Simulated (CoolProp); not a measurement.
Tetrahydrofuran at 298.15 K and 0.0113 MPa is compressed adiabatically to 0.0744 MPa with isentropic efficiency 0.75. Each further row changes one setting.

Computed with CoolProp (reference Helmholtz-energy equation of state, Fiedler 2023).

```tsv
case	work (kJ/kg)	final temperature (K)	final density (kg/m³)
as stated	94.3	?	1.74
efficiency 1	70.8	?	?
efficiency 0.65	?	386.7	1.69
```

Task: Fill in the missing entries.

Result: 
- as stated, final temperature (K): 376.5
- efficiency 1, final temperature (K): 359.2
- efficiency 1, final density (kg/m³): 1.83
- efficiency 0.65, work (kJ/kg): 109
